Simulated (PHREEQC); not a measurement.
Make-up at 25 °C: 0.013 mol/kgw CuSO4, 0.00039 mol/kgw HCl and 0.03 mol/kgw Na2SO4. Closed to the air; pH follows from the charge balance.

Computed with PHREEQC (ion-association model, wateq4f.dat).

| quantity | before | after |
|---|---|---|
| pH | 3.84 | 6.74 |
| ionic strength (mol/kgw) | 0.110 | 0.122 |
| Na+ (mol/kgw) | 0.0566 | 0.0708 |
| SO4-2 (mol/kgw) | 0.0332 | 0.0365 |
| Cu+2 (mol/kgw) | 0.00674 | 0.00208 |
| NaSO4- (mol/kgw) | 0.00337 | 0.00449 |
| SI of Chalcanthite (CuSO4:5H2O) | -1.87 | -2.36 |
| SI of Tenorite (CuO) | -2.51 | +2.76 |

### Question
Which change was made?
(A) Na2SO4 from 0.03 to 0.033 mol/kgw
(B) 0.0077 mol/kgw Na2CO3 added
(C) diluted 2-fold with water
(D) HCl left out
(E) Na2SO4 replaced by NaOH at the same molality

### Answer
B, 0.0077 mol/kgw Na2CO3 added

Precipitation was switched off in this run. Some of these states are supersaturated (in Malachite, Brochantite, for instance).
